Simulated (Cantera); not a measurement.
Charge: 1 mol SO2, 1.3 mol H2, held at 2025 K and 1.10 bar.

These are equilibrium values from Cantera (NASA tables, ideal gas, pure condensed phases), not measurements of a reactor. Candidate condensed phases: H2O, H2SO4, S; 19 gas species. The numbers say what is thermodynamically allowed, not how fast it happens.

Base state: H2O 0.498, SO2 0.226, H2 0.115, S2 0.0995, SO 0.0278, H2S 0.0209, SH 0.00806, S2O 0.00395 (mole fractions); condensed: gas only.

### Question
What changes in the equilibrium state with this change: SO2 replaced by PH3?

### Answer
| species | before | after |
|---|---|---|
| H2 | 0.115 | 0.847 |
| P2 | 0 | 0.151 |
| H | 0.000621 | 0.00169 |
| H2O | 0.498 | 0 |
| SO2 | 0.226 | 0 |
| S2 | 0.0995 | 0 |
| SO | 0.0278 | 0 |
| H2S | 0.0209 | 0 |
| SH | 0.00806 | 0 |
| S2O | 0.00395 | 0 |
| S | 0.00112 | 0 |
Further candidate phases: P.

### Question
What changes in the equilibrium state with this change: SO2 replaced by HBr?

### Answer
```csv
species,before,after
H2,0.115,0.569
HBr,0,0.407
Br,0,0.0227
H2O,0.498,0
SO2,0.226,0
S2,0.0995,0
SO,0.0278,0
H2S,0.0209,0
SH,0.00806,0
S2O,0.00395,0
S,0.00112,0
OH,0.000282,0
```
Further candidate phases: Br2.
